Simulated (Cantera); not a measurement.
Feed: 1 mol PbO, 0.04 mol CO, 10 mol H₂, held at 13.3 mbar.

Cantera equilibrium calculation (NASA polynomials, part measured and part estimated; ideal gas, pure solids and liquids). Candidate condensed phases: C, C₆H₆, C₇H₈, C₈H₁₈, H₂O, Pb, PbO, PbO₂, Pb₃O₄; 113 gas species. The numbers say what is thermodynamically allowed, not how fast it happens.

x: gas mole fraction; n: condensed amount in mol.

```tsv
T (°C)	x H₂	x H₂O	x Pb	x CO	x CO₂	n Pb(l)
752	0.895	0.0989	0.00209	0.00348	0.000498	0.979
777	0.894	0.0988	0.00349	0.00351	0.000457	0.965
802	0.892	0.0986	0.00570	0.00354	0.000421	0.942
827	0.889	0.0983	0.00909	0.00356	0.000388	0.908
852	0.884	0.0978	0.0142	0.00357	0.000359	0.855
877	0.877	0.0971	(withheld)	0.00357	0.000332	(withheld)
902	0.867	0.0960	0.0327	0.00355	0.000307	0.661
927	0.853	0.0945	(withheld)	0.00351	(withheld)	(withheld)
952	0.834	0.0924	0.0701	0.00344	0.000260	0.243
977	0.815	0.0903	0.0906	0.00338	0.000240	0
1002	0.815	0.0904	0.0906	0.00340	0.000226	0
```

Task: Complete the blanks.

Result: 
- 877, x Pb: 0.0217
- 877, n Pb(l): 0.777
- 927, x Pb: 0.0482
- 927, x CO₂: 0.000283
- 927, n Pb(l): 0.491
